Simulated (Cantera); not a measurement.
Cantera run:

```python
import numpy as np
import cantera as ct

gas_names = """
    CL CLO CL2 O O2 O3 Si SiCL SiCL2 SiCL3 SiCL4 SiO SiO2 Si2 Si3 Ti TiCL TiCL2 TiCL3 TiCL4 TiO TiOCL
    TiOCL2 TiO2
""".split()
cond_names = """
    Si(cr) Si(L) SiO2(Lqz) SiO2(hqz) SiO2(L) Ti(a) Ti(b) Ti(L) TiCL2(s) TiCL3(s) TiCL4(L) TiO(a) TiO(b)
    TiO(L) TiO2(ru) TiO2(L) Ti2O3(a) Ti2O3(b) Ti2O3(L) Ti3O5(a) Ti3O5(b) Ti3O5(L) Ti4O7(s) Ti4O7(L)
""".split()


def load(file, names, dense=False):
    # The tables refer to 1 bar. Condensed volumes are neglected.
    table = {s.name: s for s in ct.Species.list_from_file(file)}
    out = []
    for n in names:
        d = dict(table[n].input_data)
        d["thermo"] = dict(d["thermo"], **{"reference-pressure": 1e5})
        if dense:
            d["equation-of-state"] = {"model": "constant-volume", "density": "1e6 g/cm^3"}
        out.append(ct.Species.from_dict(d))
    return out


gas = ct.Solution(thermo="ideal-gas", species=load("nasa_gas.yaml", gas_names))
cond = {s.name: ct.Solution(thermo="fixed-stoichiometry", species=[s], name=s.name)
        for s in load("nasa_condensed.yaml", cond_names, dense=True)}
atoms = {
    'TiO2': {'Ti': 1, 'O': 2},
    'SiCl4': {'Si': 1, 'CL': 4},
    'O2': {'O': 2},
}
top_T = {'TiCL2(s)': 1300, 'TiCL3(s)': 1000}  # K; cautious upper limits of use, not melting points


def equilibrate(T, P, feed):
    n = {}
    for name, mol in feed.items():
        for a, k in atoms[name].items():
            n[a] = n.get(a, 0.0) + k * mol
    gas.TPX = T, P, n
    mass = sum(n.values()) * gas.mean_molecular_weight
    gas.equilibrate("TP")
    valid = [c for c in cond.values() if c.min_temp <= T <= top_T.get(c.name, c.max_temp)]
    mix = ct.Mixture([(gas, mass / gas.mean_molecular_weight)] + [(c, 0.0) for c in valid])
    mix.T, mix.P = T, P
    mix.equilibrate("TP", solver="vcs", rtol=1e-11, max_steps=5000)
    return mix


results = []
feed = {'TiO2': 1, 'SiCl4': 1.6, 'O2': 2.9}  # mol
P = 2200  # Pa
for T in [1150, 1225, 1300, 1375, 1450, 1525, 1600, 1675, 1750, 1825, 1900]:
    mix = equilibrate(T, P, feed)
    results.append((T, P, feed, dict(zip(mix.species_names, mix.species_moles))))
    x = sorted(zip(gas.X, gas.species_names), reverse=True)
    print(f"T = {T:g} K  P = {P:g} Pa  gas = {mix.phase_moles(0):.4g} mol")
    print("   x: " + "  ".join(f"{s} {v:.3e}" for v, s in x if v > 0.0001))
    print("   condensed (mol): " + ("  ".join(f"{mix.phase(i).name} {mix.phase_moles(i):.4g}"
          for i in range(1, mix.n_phases) if mix.phase_moles(i) > 1e-12) or "none"))
```

It prints:

```
T = 1150 K  P = 2200 Pa  gas = 4.535 mol
   x: CL2 6.978e-01  O2 2.866e-01  CL 1.544e-02
   condensed (mol): SiO2(hqz) 1.6  TiO2(ru) 0.9999
T = 1225 K  P = 2200 Pa  gas = 4.578 mol
   x: CL2 6.819e-01  O2 2.840e-01  CL 3.398e-02  CLO 1.008e-04
   condensed (mol): SiO2(hqz) 1.6  TiO2(ru) 0.9998
T = 1300 K  P = 2200 Pa  gas = 4.657 mol
   x: CL2 6.530e-01  O2 2.792e-01  CL 6.758e-02  CLO 1.742e-04  TiCL4 1.115e-04
   condensed (mol): SiO2(hqz) 1.6  TiO2(ru) 0.9995
T = 1375 K  P = 2200 Pa  gas = 4.794 mol
   x: CL2 6.056e-01  O2 2.713e-01  CL 1.226e-01  CLO 2.767e-04  TiCL4 2.383e-04
   condensed (mol): SiO2(hqz) 1.6  TiO2(ru) 0.9989
T = 1450 K  P = 2200 Pa  gas = 5.01 mol
   x: CL2 5.359e-01  O2 2.597e-01  CL 2.036e-01  TiCL4 4.285e-04  CLO 4.041e-04
   condensed (mol): SiO2(hqz) 1.6  TiO2(ru) 0.9978
T = 1525 K  P = 2200 Pa  gas = 5.325 mol
   x: CL2 4.445e-01  CL 3.099e-01  O2 2.445e-01  TiCL4 6.352e-04  CLO 5.415e-04
   condensed (mol): SiO2(hqz) 1.6  TiO2(ru) 0.9966
T = 1600 K  P = 2200 Pa  gas = 5.739 mol
   x: CL 4.318e-01  CL2 3.398e-01  O2 2.269e-01  TiCL4 7.576e-04  CLO 6.653e-04
   condensed (mol): SiO2(hqz) 1.6  TiO2(ru) 0.9956
T = 1675 K  P = 2200 Pa  gas = 6.215 mol
   x: CL 5.518e-01  CL2 2.371e-01  O2 2.095e-01  CLO 7.531e-04  TiCL4 7.133e-04  O 1.054e-04
   condensed (mol): SiO2(hqz) 1.6  TiO2(ru) 0.9953
T = 1750 K  P = 2200 Pa  gas = 6.677 mol
   x: CL 6.518e-01  O2 1.948e-01  CL2 1.518e-01  CLO 7.959e-04  TiCL4 5.332e-04  O 2.226e-04
   condensed (mol): SiO2(L) 1.6  TiO2(ru) 0.9959
T = 1825 K  P = 2200 Pa  gas = 7.05 mol
   x: CL 7.228e-01  O2 1.842e-01  CL2 9.130e-02  CLO 8.009e-04  O 4.446e-04  TiCL4 3.302e-04  TiOCL2 1.189e-04
   condensed (mol): SiO2(L) 1.6  TiO2(ru) 0.9967
T = 1900 K  P = 2200 Pa  gas = 7.308 mol
   x: CL 7.674e-01  O2 1.774e-01  CL2 5.319e-02  O 8.471e-04  CLO 7.826e-04  TiOCL2 1.895e-04  TiCL4 1.811e-04
   condensed (mol): SiO2(L) 1.6  TiO2(ru) 0.9972
```

Method: chemical equilibrium by Gibbs-energy minimisation in Cantera with the NASA 1993 tables (ideal gas, pure condensed phases). Mutual solubility and eutectic melting of coexisting phases are not modelled. The tables hold silica as quartz up to 1696 K and as liquid above; real silica turns to tridymite and cristobalite and melts near 1996 K. Condensed phases not in the tables: TiOCl, alloys, solid solutions and most ternary compounds.
